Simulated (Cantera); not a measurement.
A freely propagating, adiabatic, planar premixed flame of CH₄ : CO : O₂ : N₂ : CO₂ = 1 : 0.15 : 2.31 : 6.69 : 0.22 (molar parts), equivalence ratio 0.90, unburnt at 600 K and 19000 Pa; mixture-averaged transport, grid criteria slope 0.08 and curve 0.16, no radiation.

Model: GRI-Mech 3.0 (53 species, 325 reactions), integrated in Cantera. Burning velocities carry a grid error of a few per cent, more on coarse grids.

Predict: laminar burning velocity; thermal thickness; peak x(HCN); peak x(O); peak x(CH₂).


* **laminar burning velocity**: 213 cm/s
* **thermal thickness**: 1.23 mm
* **peak x(HCN)**: 1.82e-6
* **peak x(O)**: 0.0110
* **peak x(CH₂)**: 6.91e-5
